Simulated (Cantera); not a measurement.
What does this Cantera script print?

```python
import numpy as np
import cantera as ct

gas = ct.Solution("gri30.yaml")
gas.TPX = 1700, 101325, {'CH4': 1, 'CO': 0.11, 'O2': 3.74, 'N2': 14}
reactor = ct.IdealGasReactor(gas, energy="on", clone=False)
net = ct.ReactorNet([reactor])
net.rtol, net.atol = 1e-08, 1e-16
show = ['CH4', 'CO', 'O2', 'HO2', 'H2O2', 'C2H6']
times = np.geomspace(5e-06, 6, 16)

steps = ct.SolutionArray(gas, extra=["t"])
rows = []
print(f"{'t/s':>10s}{'T/K':>9s}{'P/Pa':>11s}" + "".join(f"{s:>11s}" for s in show))
for t in times:
    while net.time < t:
        t_next = net.step()
        steps.append(gas.state, t=t_next)
    rows.append([np.interp(t, steps.t, y) for y in (steps.T, steps.P, *steps(*show).X.T)])
    print(f"{t:10.3e}{rows[-1][0]:9.1f}{rows[-1][1]:11.4g}" + "".join(f"{x:11.3e}" for x in rows[-1][2:]))
rate = np.gradient(steps.T, steps.t)
print("integrator steps:", len(steps.t))
if steps.T.max() > steps.T[0] + 200:
    print(f"time of steepest temperature rise: {steps.t[rate.argmax()]:.4e} s")
gas.TPX = 1700, 101325, {'CH4': 1, 'CO': 0.11, 'O2': 3.74, 'N2': 14}
gas.equilibrate("UV")
print(f"equilibrium (UV): T = {gas.T:.1f} K  " + "  ".join(f"{s} {gas[s].X[0]:.3e}" for s in show))
```

Result:

```
       t/s      T/K       P/Pa        CH4         CO         O2        HO2       H2O2       C2H6
 5.000e-06   1700.0  1.013e+05  5.304e-02  5.835e-03  1.984e-01  1.702e-06  1.695e-08  1.002e-09
 1.271e-05   1699.9  1.013e+05  5.302e-02  5.835e-03  1.984e-01  4.081e-06  4.921e-08  2.147e-08
 3.232e-05   1699.8  1.013e+05  5.294e-02  5.834e-03  1.984e-01  9.060e-06  1.210e-07  5.038e-07
 8.219e-05   1700.6  1.014e+05  5.237e-02  5.850e-03  1.980e-01  2.145e-05  3.270e-07  1.815e-05
 2.090e-04   2479.1  1.532e+05  4.169e-17  2.245e-02  8.818e-02  9.073e-06  1.835e-07  2.486e-31
 5.313e-04   2743.7  1.666e+05  3.121e-17  1.397e-02  8.596e-02  1.393e-05  3.804e-07  1.048e-32
 1.351e-03   2734.4  1.659e+05  3.019e-17  1.374e-02  8.270e-02  1.329e-05  3.688e-07  9.862e-33
 3.435e-03   2725.3  1.653e+05  2.920e-17  1.352e-02  7.958e-02  1.268e-05  3.574e-07  9.283e-33
 8.734e-03   2723.1  1.651e+05  2.896e-17  1.347e-02  7.883e-02  1.254e-05  3.546e-07  9.144e-33
 2.221e-02   2723.0  1.651e+05  2.896e-17  1.347e-02  7.881e-02  1.253e-05  3.546e-07  9.142e-33
 5.646e-02   2723.0  1.651e+05  2.896e-17  1.347e-02  7.881e-02  1.253e-05  3.546e-07  9.142e-33
 1.436e-01   2723.0  1.651e+05  2.896e-17  1.347e-02  7.881e-02  1.253e-05  3.546e-07  9.142e-33
 3.650e-01   2723.0  1.651e+05  2.896e-17  1.347e-02  7.881e-02  1.253e-05  3.546e-07  9.142e-33
 9.281e-01   2723.0  1.651e+05  2.896e-17  1.347e-02  7.881e-02  1.253e-05  3.546e-07  9.142e-33
 2.360e+00   2723.0  1.651e+05  2.896e-17  1.347e-02  7.881e-02  1.253e-05  3.546e-07  9.142e-33
 6.000e+00   2723.0  1.651e+05  2.896e-17  1.347e-02  7.881e-02  1.253e-05  3.546e-07  9.142e-33
integrator steps: 1742
time of steepest temperature rise: 1.9117e-04 s
equilibrium (UV): T = 2723.0 K  CH4 4.151e-17  CO 1.347e-02  O2 7.881e-02  HO2 1.253e-05  H2O2 3.546e-07  C2H6 1.835e-32
```

Model: GRI-Mech 3.0 (53 species, 325 reactions), integrated in Cantera.
